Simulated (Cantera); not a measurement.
An isothermal, constant-pressure homogeneous reactor starts with N2O : O2 = 1 : 0.39 (molar parts), at 1125 K and 16000 Pa. Integrator tolerance rtol = 1e-08.

Computed with Cantera and GRI-Mech 3.0 (53 species, 325 reactions). GRI-Mech 3.0 was tuned for natural gas; its chemistry of N2O as a main component is partial and can be far from experiment. The mechanism lacks the step 2 NO + O2 → 2 NO2, which can matter for NO2 below about 1400 K. The temperature is held fixed by assumption; the heat of reaction is taken as removed at once.

Task: What does this change do: pressure from 16000 Pa to 100000 Pa?

Result: 
```tsv
quantity	before	after
x(N2O) at 30.0 s	0.328 (gas-phase equilibrium 3.16e-9)	0.0374 (gas-phase equilibrium 7.91e-9)
x(O2) at 30.0 s	0.373 (gas-phase equilibrium 0.471)	0.447 (gas-phase equilibrium 0.471)
x(NO2) at 30.0 s	4.88e-5 (gas-phase equilibrium 1.94e-6)	0.000404 (gas-phase equilibrium 4.85e-6)
x(O) at 30.0 s	4.73e-7 (gas-phase equilibrium 7.97e-9)	6.28e-8 (gas-phase equilibrium 3.19e-9)
x(NO) at 30.0 s	0.0216 (gas-phase equilibrium 0.000131)	0.0279 (gas-phase equilibrium 0.000131)
x(N2) at 30.0 s	0.277 (gas-phase equilibrium 0.529)	0.488 (gas-phase equilibrium 0.529)
```
